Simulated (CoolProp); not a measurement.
Vapour-liquid equilibrium of acetone (1) + benzene (2) at 242 kPa; x and y are mole fractions of (1).

Model: multi-fluid Helmholtz-energy mixture model, Lemmon 2006 and Thol 2012; pair parameters Bell 2016, in CoolProp.

Task: Give the bubble temperature and the first vapour's composition at x = 0.35, 0.8, 0.95. Is there an azeotrope?

Result: x = 0.35: 369.4 K, y = 0.531; x = 0.8: 360.1 K, y = 0.869; x = 0.95: 357.9 K, y = 0.967. No azeotrope shows between x = 0.05 and 0.95.

The pair parameters rest on a limited set of measurements; away from them the model extrapolates.
